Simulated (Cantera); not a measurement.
A perfectly stirred reactor is fed with 6.27 % CH4, 1.69 % C2H6, 2.32 % C3H8, 18.8 % O2, 70.9 % N2, at 1.90 bar; it is adiabatic with a 800 K inlet, and is followed from long to short residence time, starting on the burning branch (τ in s: 0.033, 0.014, 0.0057, 0.0023, 0.00097, 0.0004, 0.00016, 6.8e-05, 2.8e-05, 1.2e-05, 4.8e-06).

Computed with Cantera and GRI-Mech 3.0 (53 species, 325 reactions). GRI-Mech 3.0 was tuned for natural gas; its chemistry of propane as a main component is partial and can be far from experiment.

x: mole fraction; the columns are a selection and need not sum to one.

| τ (s) | T (K) | x CH4 | x C2H6 | x C3H8 | x CO | x HCO | x O |
|---|---|---|---|---|---|---|---|
| 0.033 | 2232 | 9.90e-5 | 1.48e-7 | 1.67e-7 | 0.110 | 1.79e-7 | 1.08e-5 |
| 0.014 | 2229 | 0.000169 | 3.38e-7 | 3.68e-7 | 0.109 | 2.92e-7 | 1.43e-5 |
| 0.0057 | 2225 | 0.000290 | 8.06e-7 | 8.38e-7 | 0.109 | 5.47e-7 | 1.99e-5 |
| 0.0023 | 2219 | 0.000493 | 1.96e-6 | 1.93e-6 | 0.108 | 1.11e-6 | 2.84e-5 |
| 0.00097 | 2209 | (withheld) | (withheld) | (withheld) | 0.107 | (withheld) | (withheld) |
| 0.00040 | 2191 | 0.00131 | 1.16e-5 | 1.01e-5 | 0.105 | 4.75e-6 | 6.45e-5 |
| 0.00016 | 2150 | 0.00234 | 3.36e-5 | 2.67e-5 | 0.103 | 1.03e-5 | 0.000104 |
| 6.8e-5 | 2016 | 0.00607 | 0.000172 | 0.000106 | 0.0980 | 2.08e-5 | 0.000140 |
| 2.8e-5 | 800 | 0.0627 | 0.0169 | 0.0232 | <1e-12 | <1e-12 | <1e-12 |
| 1.2e-5 | 800 | 0.0627 | 0.0169 | 0.0232 | <1e-12 | <1e-12 | <1e-12 |
| 4.8e-6 | 800 | 0.0627 | 0.0169 | 0.0232 | <1e-12 | <1e-12 | <1e-12 |

Task: Some entries are withheld; supply them.

Result: 
- 0.00097, x CH4: 0.000800
- 0.00097, x C2H6: 4.62e-6
- 0.00097, x C3H8: 4.31e-6
- 0.00097, x HCO: 2.26e-6
- 0.00097, x O: 4.17e-5
